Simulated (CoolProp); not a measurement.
A single-stage vapour-compression cycle with ethylene: evaporating at 202.15 K (dew point), condensing at 259.15 K (bubble point), superheat 8 K, subcooling 0 K, compressor efficiency 0.65, no pressure losses. Each further row changes one setting.

Model: reference Helmholtz-energy equation of state, Smukala 2000, in CoolProp.

```json
[
 {"case": "as stated", "cooling COP": "(withheld)", "pressure ratio": "5.92", "discharge temperature (K)": "349.7", "refrigerating effect (kJ/kg)": "274", "volumetric capacity (kJ/m³)": "2400"},
 {"case": "evaporating temperature 207.15 K", "cooling COP": "1.70", "pressure ratio": "4.87", "discharge temperature (K)": "339.8", "refrigerating effect (kJ/kg)": "278", "volumetric capacity (kJ/m³)": "2930"},
 {"case": "condensing temperature 254.15 K", "cooling COP": "1.71", "pressure ratio": "(withheld)", "discharge temperature (K)": "339.3", "refrigerating effect (kJ/kg)": "(withheld)", "volumetric capacity (kJ/m³)": "2550"},
 {"case": "subcooling 5 K", "cooling COP": "1.57", "pressure ratio": "5.92", "discharge temperature (K)": "349.7", "refrigerating effect (kJ/kg)": "293", "volumetric capacity (kJ/m³)": "(withheld)"},
 {"case": "superheat 18 K", "cooling COP": "1.46", "pressure ratio": "5.92", "discharge temperature (K)": "363.1", "refrigerating effect (kJ/kg)": "289", "volumetric capacity (kJ/m³)": "(withheld)"},
 {"case": "compressor efficiency 0.55", "cooling COP": "1.25", "pressure ratio": "5.92", "discharge temperature (K)": "(withheld)", "refrigerating effect (kJ/kg)": "274", "volumetric capacity (kJ/m³)": "2400"}
]
```

Question: What belongs in the gaps?

Answer: 
- as stated, cooling COP: 1.47
- condensing temperature 254.15 K, pressure ratio: 5.22
- condensing temperature 254.15 K, refrigerating effect (kJ/kg): 292
- subcooling 5 K, volumetric capacity (kJ/m³): 2560
- superheat 18 K, volumetric capacity (kJ/m³): 2380
- compressor efficiency 0.55, discharge temperature (K): 367.1
